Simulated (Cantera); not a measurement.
Feed: 1 mol SiH4, 0.44 mol C2H2, 23 mol H2, at 2323.15 K and 0.00270 bar.

These are equilibrium values from Cantera (NASA tables, ideal gas, pure condensed phases), not measurements of a reactor. Candidate condensed phases: C, C6H6, C7H8, C8H18, Si, SiC; 87 gas species. Gases not in the tables: Si2H6 and higher silanes. Equilibrium is a limit: real reactors are often held back by kinetics, nucleation or transport.

Base state: H2 0.778, H 0.185, Si 0.0276, SiC2 0.00413, C2H2 (acetylene) 0.00377, Si2C 0.00103, SiH 0.000446, C2H 4.29e-5 (mole fractions); condensed: C(graphite).

### Question
What changes in the equilibrium state with this change: C2H2 from 0.44 to 0.033 mol?

### Answer
```json
[
 {"species": "H2", "before": "0.778", "after": "0.780"},
 {"species": "H", "before": "0.185", "after": "0.185"},
 {"species": "Si", "before": "0.0276", "after": "0.0328"},
 {"species": "SiC2", "before": "0.00413", "after": "0.000513"},
 {"species": "C2H2 (acetylene)", "before": "0.00377", "after": "0.000396"},
 {"species": "C2H", "before": "4.29e-5", "after": "4.50e-6"},
 {"species": "Si2C", "before": "0.00103", "after": "0.000469"},
 {"species": "Si2", "before": "3.63e-5", "after": "5.11e-5"},
 {"species": "C(graphite), mol", "before": "0.386", "after": "0"}
]
```

### Question
What changes in the equilibrium state with this change: temperature from 2323.15 K to 1973.15 K?

### Answer
```
species             before     after
----------------  --------  --------
H2                   0.778     0.970
H                    0.185    0.0256
Si                  0.0276   0.00433
C2H                4.29e-5   5.04e-9
SiC2               0.00413   2.84e-6
C2H2 (acetylene)   0.00377   1.12e-5
Si2C               0.00103  0.000106
SiH               0.000446  0.000160
C(graphite), mol     0.386         0
SiC(s), mol              0     0.877
```
